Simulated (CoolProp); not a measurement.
Acetone along the isobar 23.6 MPa: Z from the reference equation and from simpler models built on Tc = 508.1 K, pc = 4.692 MPa, ω = 0.307; each cubic takes its own stable root.

Computed with CoolProp (reference Helmholtz-energy equation of state, Lemmon 2006). It is a short technical equation, of lower accuracy than the large ones.

```json
[
 {"T (K)": "199", "phase": "liquid", "reference": "0.9181"},
 {"T (K)": "211.8", "phase": "liquid", "reference": "0.8749"},
 {"T (K)": "224.5", "phase": "liquid", "reference": "0.8372"},
 {"T (K)": "237.3", "phase": "liquid", "reference": "0.8035"},
 {"T (K)": "250.1", "phase": "liquid", "reference": "0.7734"},
 {"T (K)": "262.8", "phase": "liquid", "reference": "0.7468"},
 {"T (K)": "275.6", "phase": "liquid", "reference": "0.7228"},
 {"T (K)": "288.3", "phase": "liquid", "reference": "0.7014"},
 {"T (K)": "301.1", "phase": "liquid", "reference": "0.6820"},
 {"T (K)": "313.9", "phase": "liquid", "reference": "0.6645"}
]
```

Task: How far does each simpler model (van der Waals, Peng-Robinson) lie from the reference over these 10 states: mean and median of the absolute difference, and the worst?

Result: 
- van der Waals: mean 90.4 %, median 90.4 %, worst +95.4 % at 199 K and 23.6 MPa
- Peng-Robinson: mean 15.2 %, median 15.1 %, worst +18.0 % at 199 K and 23.6 MPa
